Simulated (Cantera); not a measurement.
Input: 1 mol LiCl, 0.14 mol H2O, 27 mol H2, at 1425 K and 0.133 bar.

Cantera equilibrium calculation (NASA polynomials, part measured and part estimated; ideal gas, pure solids and liquids). Candidate condensed phases: H2O, Li, LiCl, LiH, LiOH, Li2O; 25 gas species. The numbers say what is thermodynamically allowed, not how fast it happens.

Base state: H2 0.960, LiCl 0.0338, H2O 0.00486, Li2Cl2 0.000797, HCl 0.000160, LiOH 0.000118, Li 4.07e-5, H 1.83e-5 (mole fractions); condensed: gas only.

What changes in the equilibrium state with this change: LiCl replaced by CuF2?


```
species       before    after
----------  --------  -------
H2             0.960    0.924
HF                 0   0.0711
H2O          0.00486  0.00497
LiCl          0.0338        0
Cu                 0  1.63e-5
Li2Cl2      0.000797        0
HCl         0.000160        0
LiOH        0.000118        0
Li           4.07e-5        0
H            1.83e-5  1.80e-5
Cu(l), mol         0    1.000
```
Further candidate phases: Cu, CuF2, CuO, Cu(OH)2, Cu2O.
